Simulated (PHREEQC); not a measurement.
A solution holds 31 mmol/kgw HF and 170 mmol/kgw (CH3)4NF, at 25 °C. Closed to the air; pH follows from the charge balance.

Model: ion-association model, phreeqc.dat, run in PHREEQC.

Each row changes one thing in this solution. This is a speciation only: nothing precipitates in the calculation.

| case | pH | ionic strength (mol/kgw) | F- (mol/kgw) | HF (mol/kgw) | HF2- (mol/kgw) |
|---|---|---|---|---|---|
| as made | 3.93 | 0.170 | 0.159 | 0.0192 | 0.0116 |
| diluted 10-fold with water | 3.90 | 0.0171 | 0.0170 | 0.00278 | 0.000181 |
| HF from 0.031 to 0.0279 mol/kgw | 3.98 | 0.170 | 0.160 | 0.0173 | 0.0105 |
| 0.005 mol/kgw KF added | 3.95 | 0.175 | 0.163 | 0.0190 | 0.0118 |

(CH3)4N+ isn't in the database: it is added as a free cation with an ion size of 4 Å.
